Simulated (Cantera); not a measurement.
A perfectly stirred reactor is fed with 1.47 % CH₂O, 0.334 % O₂, 98.2 % N₂, at 7.00 bar; it is held at 950 K, and followed from long to short residence time.

Cantera simulation using GRI-Mech 3.0 (53 species, 325 reactions); the numbers are that mechanism's predictions, not measurements.

x: mole fraction; the columns are a selection and need not sum to one.

```csv
τ (s),x CH₂O,x O₂,x OH,x C₂H₂,x NO,x HO₂
2.5,0.000141,?,1.33e-9,<1e-12,<1e-12,9.74e-7
0.90,0.000267,?,3.39e-9,<1e-12,<1e-12,2.04e-6
0.33,0.000489,?,7.93e-9,<1e-12,<1e-12,4.00e-6
0.12,0.000904,?,1.68e-8,<1e-12,<1e-12,7.57e-6
0.042,0.00176,?,3.08e-8,<1e-12,<1e-12,1.41e-5
0.015,0.00359,?,4.30e-8,<1e-12,<1e-12,2.45e-5
0.0055,0.00754,?,3.78e-8,<1e-12,<1e-12,3.61e-5
0.0020,0.0130,?,1.24e-8,<1e-12,<1e-12,2.94e-5
0.00071,0.0146,0.00328,8.60e-10,<1e-12,<1e-12,6.14e-6
0.00026,0.0147,0.00334,9.58e-12,<1e-12,<1e-12,1.86e-7
```

**Question.** Complete the blanks.

**Answer.** 
- 2.5, x O₂: 0.000215
- 0.90, x O₂: 0.000323
- 0.33, x O₂: 0.000440
- 0.12, x O₂: 0.000563
- 0.042, x O₂: 0.000697
- 0.015, x O₂: 0.000870
- 0.0055, x O₂: 0.00128
- 0.0020, x O₂: 0.00254
